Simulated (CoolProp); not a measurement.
50 sccm (0 °C, 1 atm) of nitrogen bubbles through liquid toluene at 340.9 K and leaves saturated at a total pressure of 0.0747 MPa (ideal gas phase). Each further row changes one setting.

Values from CoolProp's reference Helmholtz-energy equation of state, Lemmon 2006. It is a short technical equation, of lower accuracy than the large ones.

| case | vapour pressure (kPa) | mole fraction of vapour | delivery (mg/min) | delivery (sccm) | change of delivery for a bath 1 K warmer (%) |
|---|---|---|---|---|---|
| as stated | 25.0 | … | 103 | 25.2 | … |
| bath temperature 345.9 K | 30.1 | 0.403 | 138 | 33.7 | … |
| total pressure 0.149 MPa | 25.0 | 0.168 | 41.4 | 10.1 | … |

Complete the blanks.


- as stated, mole fraction of vapour: 0.335
- as stated, change of delivery for a bath 1 K warmer (%): 5.8
- bath temperature 345.9 K, change of delivery for a bath 1 K warmer (%): 6.3
- total pressure 0.149 MPa, change of delivery for a bath 1 K warmer (%): 4.6
